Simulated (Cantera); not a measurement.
## Reactions in the system B-H-N-O

Cantera with NASA thermochemical tables; ideal gases at 1 bar, condensed phases pure. Values are per mole of reaction as written; species without (g) are pure solids or liquids, kept so even where they would boil at 1 bar.

NH3(g) + 2 B2O2(g) ⇌ NO(g) + 3 OH(g) + 4 B

| T (K) | ΔH° (kJ) | ΔS° (J/K) | ΔG° (kJ) | log10 K |
|---|---|---|---|---|
| 300 | 1167.3 | 107.4 | 1135.1 | -197.64 |
| 1250 | 1182.4 | 130.5 | 1019.2 | -42.59 |
| 1325 | 1183.5 | 131.4 | 1009.4 | -39.79 |
| 1400 | 1184.5 | 132.1 | 999.5 | -37.29 |
| 1475 | 1185.6 | 132.9 | 989.6 | -35.04 |
| 1550 | 1186.7 | 133.6 | 979.6 | -33.01 |
| 1625 | 1187.8 | 134.3 | 969.6 | -31.17 |
| 1700 | 1189.0 | 135.0 | 959.5 | -29.48 |
| 1775 | 1190.2 | 135.7 | 949.3 | -27.94 |
